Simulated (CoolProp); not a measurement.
Methanol along the isotherm 180.05 °C: Z from the reference equation and from simpler models built on Tc = 240.2 °C, pc = 8216 kPa, ω = 0.565; each cubic takes its own stable root.

The numbers come from the reference Helmholtz-energy equation of state, de Reuck 1993 in CoolProp.

```
p (kPa)   phase  reference  van der Waals  Redlich-Kwong
-------  ------  ---------  -------------  -------------
260         gas     0.9822         0.9872         0.9845
493         gas     0.9652         0.9755         0.9702
934         gas     0.9297         0.9526         0.9424
1770        gas     0.8445         0.9061         0.8858
3360     liquid    0.04784         0.8017         0.7562
6360     liquid    0.08875         0.1855         0.1358
12100    liquid     0.1639         0.3264         0.2436
22900    liquid     0.2982         0.5738         0.4306
43300    liquid     0.5362          1.009         0.7553
82200    liquid     0.9582          1.788          1.326
```

At some of these states van der Waals, Redlich-Kwong gives the other phase, because its saturation line lies elsewhere.
